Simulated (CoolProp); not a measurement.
Carbon monoxide at 293.15 K and 0.866 MPa is throttled through a valve to 0.268 MPa with no heat exchange. Each further row changes one setting.

The numbers come from the reference Helmholtz-energy equation of state, Lemmon 2006 in CoolProp. It is a short technical equation, of lower accuracy than the large ones.

| case | temperature change (K) | final density (kg/m³) |
|---|---|---|
| as stated | -1.6 | 3.10 |
| outlet pressure 0.0804 MPa | ___ | ___ |
| outlet pressure 0.348 MPa | -1.3 | ___ |

Problem. Complete the blanks.

Solution. 
- outlet pressure 0.0804 MPa, temperature change (K): -2.1
- outlet pressure 0.0804 MPa, final density (kg/m³): 0.931
- outlet pressure 0.348 MPa, final density (kg/m³): 4.02
